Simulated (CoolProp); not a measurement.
Octamethylcyclotetrasiloxane (D4) at several states: fugacity coefficient from the reference equation and from simpler models built on Tc = 313.4 °C, pc = 1.347 MPa, ω = 0.598; each cubic takes its own stable root.

Values from CoolProp's reference Helmholtz-energy equation of state, Thol 2015.

```csv
T (°C),p (MPa),phase,reference
303.15,0.144,gas,0.9600
344.95,0.299,gas,0.9370
194.35,0.0172,gas,0.9896
329.15,4.28,supercritical,0.3307
273.95,0.0223,gas,0.9924
```

**Question.** How far does each simpler model (Soave-Redlich-Kwong, Peng-Robinson) lie from the reference over these 5 states: mean and median of the absolute difference, and the worst?

**Answer.** 
- Soave-Redlich-Kwong: mean 1.7 %, median 0.1 %, worst +8.3 % at 329.15 °C and 4.28 MPa
- Peng-Robinson: mean 0.3 %, median 0.3 %, worst +0.5 % at 329.15 °C and 4.28 MPa
